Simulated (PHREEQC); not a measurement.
Dissolve 0.0018 mol CdCl2, 0.1 mol NaCl and 4.7e-05 mol HCl per kg of water at 25 °C. Closed to the air; pH follows from the charge balance.

Equilibrium calculation in PHREEQC: ion-association model, wateq4f.dat.

```tsv
quantity	before	after
pH	4.41	4.70
Cd+2 (mol/kgw)	0.000331	0.000258
CdCl2 (mol/kgw)	0.000287	7.86e-5
CdCl3- (mol/kgw)	1.85e-5	2.54e-6
SI of Halite (NaCl)	-3.80	-4.35
SI of CdOHCl (CdOHCl)	-4.13	-4.14
```

Task: Which change was made?
(A) HCl left out
(B) 0.03 mol/kgw CO2 added
(C) diluted 2-fold with water
(D) 0.001 mol/kgw NiCl2 added
(E) CdCl2 from 0.0018 to 0.009 mol/kgw

Result: C, diluted 2-fold with water

Precipitation was switched off in this run.
